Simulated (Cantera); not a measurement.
A perfectly stirred reactor is fed with C₃H₈ : H₂ = 1 : 31 (molar parts), at 61.5 Torr; it is held at 1200 K, and followed from long to short residence time.

Model: GRI-Mech 3.0 (53 species, 325 reactions), integrated in Cantera. GRI-Mech 3.0 was tuned for natural gas; its chemistry of propane as a main component is partial and can be far from experiment. GRI-Mech 3.0 stops at C3 and has no aromatics, soot or wall deposition, so with more carbon than oxygen in the feed, carbon stays in small species such as C2H2 where larger ones or solid carbon would form.

Problem. Predict: x(C₃H₈) at τ = 11.0 s; x(H₂) at τ = 11.0 s; x(C₂H₆) at τ = 11.0 s; x(CH₃) at τ = 11.0 s; x(C₂H₂) at τ = 11.0 s; x(C₃H₈) at τ = 51.0 ms; x(H₂) at τ = 51.0 ms; x(C₂H₆) at τ = 51.0 ms; x(CH₃) at τ = 51.0 ms; x(C₂H₂) at τ = 51.0 ms.

Solution. 
```json
{
  "x(C₃H₈) at τ = 11.0 s": "7.52e-5",
  "x(H₂) at τ = 11.0 s": "0.934",
  "x(C₂H₆) at τ = 11.0 s": "0.000142",
  "x(CH₃) at τ = 11.0 s": "7.06e-6",
  "x(C₂H₂) at τ = 11.0 s": "0.0111",
  "x(C₃H₈) at τ = 51.0 ms": "0.00334",
  "x(H₂) at τ = 51.0 ms": "0.942",
  "x(C₂H₆) at τ = 51.0 ms": "0.000225",
  "x(CH₃) at τ = 51.0 ms": "4.19e-5",
  "x(C₂H₂) at τ = 51.0 ms": "0.00207"
}
```
